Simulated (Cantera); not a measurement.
**Hydrocarbon pyrolysis for carbon deposition**

An isothermal, constant-pressure homogeneous reactor starts with 1.25 % C2H6, 98.7 % N2, at 1648 K and 0.370 bar.

Cantera simulation using GRI-Mech 3.0 (53 species, 325 reactions); the numbers are that mechanism's predictions, not measurements. GRI-Mech 3.0 stops at C3 and has no aromatics, soot or wall deposition, so with more carbon than oxygen in the feed, carbon stays in small species such as C2H2 where larger ones or solid carbon would form.

```csv
t (s),x C2H6,x CH3,x H,x HCN,x C2H2,x H2
7.00e-6,0.0122,0.000526,3.84e-6,3.52e-12,1.00e-9,4.47e-6
2.34e-5,0.0114,0.00154,5.00e-5,1.05e-8,5.30e-7,0.000184
7.80e-5,0.00741,0.00277,0.000186,1.16e-6,0.000170,0.00305
0.000260,0.00120,0.00137,0.000231,4.67e-6,0.00303,0.0111
0.000868,3.96e-5,0.000295,9.73e-5,6.56e-6,0.00794,0.0172
0.00290,4.75e-6,9.84e-5,3.61e-5,6.78e-6,0.0100,0.0195
0.00967,1.39e-6,5.18e-5,2.01e-5,6.82e-6,0.0108,0.0204
0.0323,1.01e-6,4.41e-5,1.87e-5,6.88e-6,0.0110,0.0207
0.108,6.68e-7,3.60e-5,1.95e-5,7.05e-6,0.0112,0.0214
0.359,2.48e-7,2.20e-5,2.08e-5,7.44e-6,0.0116,0.0226
1.20,4.45e-8,9.39e-6,2.21e-5,8.11e-6,0.0119,0.0236
4.00,5.10e-9,3.18e-6,2.27e-5,8.92e-6,0.0121,0.0241
```
x: mole fraction; the columns are a selection and need not sum to one.

Equilibrium at this temperature and pressure: C2H6 2.85e-11, CH3 2.10e-7, H 2.30e-5, HCN 0.0213, C2H2 0.00154, H2 0.0244 (gas phase only).
